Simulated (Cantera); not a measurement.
Charge: 1 mol c-C4F8, 5.1 mol H2, held at 7.50 Torr.

These are equilibrium values from Cantera (NASA tables, ideal gas, pure condensed phases), not measurements of a reactor. Candidate condensed phases: C, C6H6, C7H8, C8H18; 110 gas species. Ions and electrons are included (thermal ionisation). The feed counts by its element totals alone. Equilibrium is a limit: real reactors are often held back by kinetics, nucleation or transport.

Problem. Which condensed phases are stable at each of these points (T (°C)): 2227, 2477, 2727, 2977, 3227, 3477, 3727, 3977, 4227, 4477, 4727?

Solution. 
```csv
T (°C),condensed phases,C condensed (%)
2227,C(graphite),99.5
2477,C(graphite),97.5
2727,C(graphite),66.6
2977,gas only,0.0
3227,gas only,0.0
3477,gas only,0.0
3727,gas only,0.0
3977,gas only,0.0
4227,gas only,0.0
4477,gas only,0.0
4727,gas only,0.0
```

From 2227 °C to 2727 °C the condensed part is C(graphite). From 2977 °C to 4727 °C nothing is condensed.
